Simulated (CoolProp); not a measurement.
Vapour-liquid equilibrium of ethane (1) + propane (2) at 208.9 K; x and y are mole fractions of (1).

Values from CoolProp's multi-fluid Helmholtz-energy mixture model, Bücker 2006 and Lemmon 2009; pair parameters Kunz 2012.

```csv
x,"bubble pressure, mixture model (MPa)","bubble pressure, Raoult's law (MPa)","y, mixture model","y, Raoult's law"
0.05,0.04721,0.04817,0.313,0.331
0.2,0.08653,0.09095,0.677,0.702
0.35,0.1264,0.1337,0.817,0.835
0.5,0.1679,0.1765,0.892,0.904
0.65,0.2116,0.2193,0.939,0.946
0.8,0.2570,0.2620,0.972,0.974
0.95,0.3036,0.3048,0.994,0.994
```

The largest gap from Raoult's law is -5.5 % in bubble pressure, at x = 0.35. No azeotrope shows between x = 0.05 and 0.95.

The pair parameters rest on a limited set of measurements; away from them the model extrapolates.
